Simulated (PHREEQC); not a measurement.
Make-up at 30 °C: 0.0012 mol NaHS, 0.23 mol HCl and 0.00013 mol ZnCl2 per kg of water. Closed to the air; pH follows from the charge balance.

Model: ion-association model, phreeqc.dat, run in PHREEQC.

```yaml
pH: 0.74
ionic_strength: 0.230 mol/kgw
activity_of_water: 0.992
specific_conductance: 84600 µS/cm
density: 1.000 g/cm³
total_alkalinity: -229 meq/kg
```

```tsv
species	molality	activity	log γ
Cl-	0.230	0.162	-0.153
H+	0.229	0.181	-0.102
Na+	0.00120	0.000887	-0.131
H2S	0.00120	0.00127	0.023
Zn+2	0.000104	2.92e-5	-0.552
ZnCl+	2.24e-5	1.58e-5	-0.151
ZnCl2	2.59e-6	2.73e-6	0.023
ZnCl3-	7.25e-7	5.11e-7	-0.151
ZnCl4-2	1.54e-7	4.31e-8	-0.552
```

This is a speciation only: nothing precipitates in the calculation. Species that the database lacks are ignored.
